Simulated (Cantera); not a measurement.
A Cantera script and what it prints.

```python
import numpy as np
import cantera as ct

gas_names = """
    B BH BH2 BH3 BN BO BO2 B2 B2O B2O2 B2O3 B3O3H3 H HBO HBO2 HNO HNO2 HNO3 HO2 H2 H2O H2O2 H3B3O6 N NH
    NH2 NH3 NH2OH NO NO2 NO3 N2 N2H2 N2H4 N2O O OH O2 O3
""".split()
cond_names = """
    B(b) B(L) BN(s) B2O3(L) B3O3H3(cr) H2O(s) H2O(L)
""".split()


def load(file, names, dense=False):
    # The tables refer to 1 bar. Condensed volumes are neglected.
    table = {s.name: s for s in ct.Species.list_from_file(file)}
    out = []
    for n in names:
        d = dict(table[n].input_data)
        d["thermo"] = dict(d["thermo"], **{"reference-pressure": 1e5})
        if dense:
            d["equation-of-state"] = {"model": "constant-volume", "density": "1e6 g/cm^3"}
        out.append(ct.Species.from_dict(d))
    return out


gas = ct.Solution(thermo="ideal-gas", species=load("nasa_gas.yaml", gas_names))
cond = {s.name: ct.Solution(thermo="fixed-stoichiometry", species=[s], name=s.name)
        for s in load("nasa_condensed.yaml", cond_names, dense=True)}
atoms = {
    'BN': {'B': 1, 'N': 1},
    'H2O': {'H': 2, 'O': 1},
    'H2': {'H': 2},
}
top_T = {'BN(s)': 3200}  # K; cautious upper limits of use, not melting points


def equilibrate(T, P, feed):
    n = {}
    for name, mol in feed.items():
        for a, k in atoms[name].items():
            n[a] = n.get(a, 0.0) + k * mol
    gas.TPX = T, P, n
    mass = sum(n.values()) * gas.mean_molecular_weight
    gas.equilibrate("TP")
    valid = [c for c in cond.values() if c.min_temp <= T <= top_T.get(c.name, c.max_temp)]
    mix = ct.Mixture([(gas, mass / gas.mean_molecular_weight)] + [(c, 0.0) for c in valid])
    mix.T, mix.P = T, P
    mix.equilibrate("TP", solver="vcs", rtol=1e-11, max_steps=5000)
    return mix


results = []
feed = {'BN': 1, 'H2O': 1, 'H2': 40}  # mol
P = 750  # Pa
for T in [775, 875, 975, 1075, 1175, 1275, 1375, 1475, 1575, 1675, 1775, 1875, 1975, 2075]:
    mix = equilibrate(T, P, feed)
    results.append((T, P, feed, dict(zip(mix.species_names, mix.species_moles))))

top = {s: max(r[3][s] / sum(r[3][g] for g in gas_names) for r in results) for s in gas_names}
cols = sorted((s for s in top if top[s] > 1e-05), key=lambda s: -top[s])[:5]
seen = [c for c in cond_names if any(r[3].get(c, 0) > 1e-12 for r in results)]
print("log10 of partial pressures in bar; condensed amounts in mol")
print(f"{'T/K':>10s}" + "".join(f"{s[:9]:>10s}" for s in cols + seen))
for T, P, feed, n in results:
    ng = sum(n[g] for g in gas_names)
    print(f"{T:10.4g}" + "".join(f"{np.log10(max(n[s] / ng * P / 1e5, 1e-99)):10.3f}" for s in cols)
          + "".join(f"{n.get(c, 0):10.4g}" for c in seen))
```

Output:

```
log10 of partial pressures in bar; condensed amounts in mol
       T/K        H2         H       HBO        N2        BO     BN(s)   B2O3(L)
       775    -2.129   -13.068   -13.709    -4.225   -22.468    0.3441    0.3279
       875    -2.129   -11.364   -11.427    -4.225   -18.648    0.3441     0.328
       975    -2.129   -10.006    -9.625    -4.225   -15.624    0.3438     0.328
      1075    -2.129    -8.898    -8.165    -4.225   -13.172    0.3437    0.3276
      1175    -2.129    -7.976    -6.961    -4.226   -11.144    0.3445    0.3249
      1275    -2.129    -7.197    -5.950    -4.227    -9.441     0.347     0.313
      1375    -2.130    -6.530    -5.092    -4.228    -7.991    0.3472    0.2656
      1475    -2.134    -5.954    -4.359    -4.205    -6.747    0.3069   0.05984
      1575    -2.137    -5.450    -4.032    -4.128    -5.974    0.1681         0
      1675    -2.140    -5.005    -3.889    -4.074    -5.440   0.05527         0
      1775    -2.141    -4.609    -3.848    -4.055    -5.053   0.01181         0
      1875    -2.143    -4.255    -3.853    -4.051    -4.749         0         0
      1975    -2.147    -3.937    -3.884    -4.053    -4.502         0         0
      2075    -2.154    -3.651    -3.938    -4.057    -4.304         0         0
```

These are equilibrium values from Cantera (NASA tables, ideal gas, pure condensed phases), not measurements of a reactor. Mutual solubility and eutectic melting of coexisting phases are not modelled. The tables' values for BH2 are old estimates; treat these amounts as uncertain.
